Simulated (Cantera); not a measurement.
An adiabatic, constant-pressure homogeneous reactor starts with 7.70 % CH3OH, 19.0 % O2, 71.3 % N2, 2.08 % H2O, at 1475 K and 4.93 atm.

Model: GRI-Mech 3.0 (53 species, 325 reactions), integrated in Cantera. GRI-Mech 3.0 was tuned for natural gas; its chemistry of methanol as a main component is partial and can be far from experiment.

One state of this run: T (K) = 2579; x CH3OH = <1e-12; x O2 = 0.0696; x H2O = 0.158; x HCN = 1.78e-11; x NO = 0.00265; x CH2O = 2.96e-11. x: mole fraction; the columns are a selection and need not sum to one.

### Question
Which value of t (s) does it belong to?
A) 0.0262
B) 7.00e-5
C) 0.000749
D) 2.00e-6

### Answer
C, 0.000749
